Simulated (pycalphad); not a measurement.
An equivalent pycalphad script:

```python
from pycalphad import Database, equilibrium, calculate, variables as v
import numpy as np
db = Database('COST507.tdb')
comps = ['AL', 'SI', 'MN', 'VA']
phases = ['AL11MN4', 'AL12MN', 'AL4MN', 'AL6MN', 'AL8MN5_D810', 'ALMNSI_ALPHA', 'ALMNSI_BETA', 'ALMNSI_DELTA', 'BCC_A2', 'CBCC_A12', 'CUB_A13', 'DIAMOND_A4', 'FCC_A1', 'HCP_A3', 'LIQUID', 'MN11SI19', 'MN3SI', 'MN5SI3', 'MN6SI', 'MN9SI2', 'MNSI']
eq = equilibrium(db, comps, phases, {v.X('SI'): 0.018, v.X('MN'): 0.0256, v.T: np.arange(1850, 499, -25), v.P: 101325, v.N: 1}, output=['HM', 'SM'])
```

CALPHAD calculation (pycalphad, COST 507 light-alloy database (1999)), 1 atm. The database dates from 1999; later assessments differ in places, in temperatures and in the compounds included. Phase fractions are per mole of atoms. Kinetics are ignored, which matters at the lower temperatures.

Results at three of the temperatures:

```
T = 1625.00 K, P = 101325 Pa, N = 1 mol of atoms
G = -97170 J/mol, H = 49697 J/mol, S = 90.38 J/(mol K)  (SER reference)
chemical potentials (J/mol): Al -94479, Si -131280, Mn -173689
phase             fraction      x(Al)      x(Si)      x(Mn)
LIQUID              1.0000     0.9564     0.0180     0.0256
```

```
T = 1175.00 K, P = 101325 Pa, N = 1 mol of atoms
G = -58711 J/mol, H = 35291 J/mol, S = 80.00 J/(mol K)  (SER reference)
chemical potentials (J/mol): Al -56450, Si -77321, Mn -130065
phase             fraction      x(Al)      x(Si)      x(Mn)
LIQUID              1.0000     0.9564     0.0180     0.0256
```

```
T = 950.00 K, P = 101325 Pa, N = 1 mol of atoms
G = -41497 J/mol, H = 26182 J/mol, S = 71.24 J/(mol K)  (SER reference)
chemical potentials (J/mol): Al -39233, Si -54169, Mn -117184
phase             fraction      x(Al)      x(Si)      x(Mn)
LIQUID              0.9217     0.9749     0.0121     0.0130
ALMNSI_ALPHA        0.0783     0.7390     0.0871     0.1739
```

Changes of the phase set, refined by bisection:

| T (K) | phases above | phases below |
|---|---|---|
| 1012.9 | LIQUID | ALMNSI_BETA + LIQUID |
| 965.6 | ALMNSI_BETA + LIQUID | ALMNSI_ALPHA + ALMNSI_BETA + LIQUID |
| 958.5 | ALMNSI_ALPHA + ALMNSI_BETA + LIQUID | ALMNSI_ALPHA + LIQUID |
| 925.2 | ALMNSI_ALPHA + LIQUID | ALMNSI_ALPHA + FCC_A1 + LIQUID |
| 911.9 | ALMNSI_ALPHA + FCC_A1 + LIQUID | ALMNSI_ALPHA + FCC_A1 |
| 534.3 | ALMNSI_ALPHA + FCC_A1 | ALMNSI_ALPHA + DIAMOND_A4 + FCC_A1 |

Database names, with the compositions (at.%) that they take in these runs: ALMNSI_BETA: Al 70 Mn 23 Si 7; ALMNSI_ALPHA: Al 71-74 Mn 17 Si 9-12. FCC_A1 is fcc; DIAMOND_A4 is diamond (Si).
